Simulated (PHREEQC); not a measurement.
Consider water at 51 °C and 10 atm with 4.1 mmol/kgw K2HPO4. Closed to the air; pH follows from the charge balance.

The numbers come from PHREEQC with the ion-association model, phreeqc.dat.

Precipitation was switched off in this run.

Task: Predict the pH, specific conductance.

Result: pH 8.87; specific conductance 1520 µS/cm.

Task: In which forms is P present?

Result: HPO4-2 98 %, H2PO4- 1.3 %, KHPO4- 1.0 % of the P.

Away from 25 °C the constants follow the database's enthalpies or fits; those with neither stay at their 25 °C values.
